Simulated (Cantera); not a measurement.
A closed system holds: 1 mol Si, 0.33 mol NH3, 1.3 mol H2, held at 1.50 bar.

Method: chemical equilibrium by Gibbs-energy minimisation in Cantera with the NASA 1993 tables (ideal gas, pure condensed phases). Candidate condensed phases: Si, Si3N4; 18 gas species. Mutual solubility and eutectic melting of coexisting phases are not modelled. Gases not in the tables: Si2H6 and higher silanes. Rates play no part.

x: gas mole fraction; n: condensed amount in mol.

```
T (°C)   x H2      x N2       x H    x SiH2   x SiH  n Si(s)  n Si3N4(s)  n Si(l)
------  -----  --------  --------  --------  ------  -------  ----------  -------
477      1.00    <1e-12    <1e-12    <1e-12  <1e-12    0.752      0.0825        0
577      1.00    <1e-12  1.67e-11    <1e-12  <1e-12    0.752      0.0825        0
677     1.000  1.03e-12  4.54e-10  2.03e-11  <1e-12    0.752      0.0825        0
777     1.000  9.22e-11   6.62e-9  3.74e-10  <1e-12    0.752      0.0825        0
877     1.000   3.76e-9   6.09e-8   4.15e-9       …    0.752      0.0825        0
977     1.000   8.42e-8   3.95e-7   3.13e-8       …    0.752      0.0825        0
1077    1.000   1.18e-6   1.95e-6   1.75e-7       …    0.753      0.0825        0
1177    1.000   1.14e-5   7.72e-6   7.69e-7       …    0.753      0.0825        0
1277    1.000   8.18e-5   2.57e-5   2.79e-6       …    0.753      0.0824        0
1377    0.999  0.000460   7.42e-5   8.65e-6       …    0.754      0.0821        0
1477    0.997   0.00253  0.000190   2.08e-5       …        0      0.0802    0.759
1577    0.987    0.0130  0.000437   4.16e-5       …        0      0.0707    0.788
```

Problem. Complete the blanks.

Solution. 
- 877, x SiH: 3.39e-12
- 977, x SiH: 7.48e-11
- 1077, x SiH: 1.04e-9
- 1177, x SiH: 9.98e-9
- 1277, x SiH: 7.13e-8
- 1377, x SiH: 3.99e-7
- 1477, x SiH: 1.62e-6
- 1577, x SiH: 5.19e-6
